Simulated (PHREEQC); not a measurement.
2.1 g of hydrous ferric oxide (600 m²/g; 0.2 weak and 0.005 strong sites per Fe, Dzombak-Morel constants, diffuse double layer) in 1 kg of water with 0.01 mol/kgw of an inert sodium salt and 6.6e-06 mol Na2SeO4, at 25 °C; the pH is set by adding NaOH or the inert anion's acid. Oxygen alone is held at its pressure in air (log pO2 = -0.68). The system is closed to CO2. Precipitation was switched off in this run.

Base run: PHREEQC, ion-association model, wateq4f.dat. Each further column changes one thing. The table gives surface charge σ (C/m²).

```tsv
pH	base	background salt from 0.01 to 0.001 mol/kgw	oxide from 2.1 to 10 g/kgw
4	0.222	…	0.244
5	0.115	…	0.125
6	0.050	…	0.052
7	0.017	…	0.018
8	0.001	0.000	0.001
9	-0.013	-0.004	-0.013
10	-0.041	-0.016	-0.042
```

Q: Some entries are withheld; supply them.

A: 
- 4, background salt from 0.01 to 0.001 mol/kgw: 0.140
- 5, background salt from 0.01 to 0.001 mol/kgw: 0.057
- 6, background salt from 0.01 to 0.001 mol/kgw: 0.020
- 7, background salt from 0.01 to 0.001 mol/kgw: 0.006
